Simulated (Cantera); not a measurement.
Input: 1 mol Fe2O3, 1.2 mol C, 19 mol N2, held at 948.15 K and 0.00340 bar.

Equilibrium computed with Cantera from the NASA thermochemical tables; the gas is ideal and each condensed phase is pure. The tables' stoichiometric FeO is somewhat more stable than real wüstite, so its field is too wide. FeO: taken at fixed stoichiometry. Equilibrium is a limit: real reactors are often held back by kinetics, nucleation or transport.

| species | before | after |
|---|---|---|
| N2 | 0.941 | 0.941 |
| CO | 0.0464 | 0.0464 |
| CO2 | 0.0130 | 0.0130 |
| Fe(α), mol | 0.464 | 0.464 |
| FeO(s), mol | 1.54 | 2.54 |
Gas species are given as mole fractions.

### Question
What was changed between the two runs?
A. temperature from 948.15 K to 2298.15 K
B. Fe2O3 replaced by Fe3O4
C. temperature from 948.15 K to 1973.15 K
D. C from 1.2 to 0.36 mol

### Answer
B, Fe2O3 replaced by Fe3O4
